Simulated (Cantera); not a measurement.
Diamond growth

A diamond (100) surface in a fixed gas of H2 with x(CH4) = 0.0099, x(H) = 0.0003, x(CH3) = 7.4e-05, 57.0 Torr; coverages are run to steady state.

Model: the Harris–Goodwin 1993 mechanism for the reconstructed diamond (100) surface, integrated in Cantera.

```tsv
T (K)	growth (µm/h)	θ c6HH	θ c6H*	θ c6*H	θ c6**	θ c6HM
900	1.32	0.561	0.00834	0.234	0.00302	0.156
950	1.65	0.552	0.0117	0.279	0.00457	0.117
1000	1.70	0.547	0.0159	0.326	0.00648	0.0763
1050	1.30	0.544	0.0208	0.372	0.00860	0.0377
1100	0.773	0.535	0.0256	0.406	0.0105	0.0142
1150	0.448	0.523	0.0301	0.426	0.0120	0.00465
1200	0.307	0.514	0.0340	0.435	0.0129	0.00149
1250	0.249	0.511	0.0374	0.436	0.0133	0.000485
1300	0.202	0.514	0.0403	0.431	0.0133	0.000163
1350	0.134	0.523	0.0426	0.420	0.0130	5.65e-5
1400	0.0692	0.536	0.0444	0.406	0.0124	2.08e-5
```
θ: site fractions in the mechanism's names (c6HH fully hydrogenated, c6H* and c6*H radical sites, c6** diradical, c6HM methylated).
